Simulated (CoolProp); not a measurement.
A closed Brayton cycle with dry air: compressor inlet 331.15 K and 5.6 MPa, high pressure 10.3 MPa, turbine inlet 975 K, compressor efficiency 0.8, turbine efficiency 0.93, recuperator effectiveness 0.9 (on enthalpy, no pinch check). Each further row changes one setting.

Model: reference Helmholtz-energy equation of state, Lemmon 2000, in CoolProp. It is a pseudo-pure fit of the blend.

| case | thermal efficiency (%) | net work (kJ/kg) | compressor to turbine work | compressor exit (K) | turbine exit (K) |
|---|---|---|---|---|---|
| as stated | 35.0 | 70.3 | 0.53 | 410.2 | 844.0 |
| turbine inlet 925 K | 33.2 | 62.6 | 0.56 | 410.2 | 799.6 |
| compressor inlet 341.15 K | 34.0 | 67.7 | 0.55 | 422.5 | 844.0 |
| high pressure 8.76 MPa | 32.8 | 55.3 | 0.51 | 387.9 | 877.2 |
| recuperator effectiveness 0.5 | 18.1 | 70.3 | 0.53 | 410.2 | 844.0 |
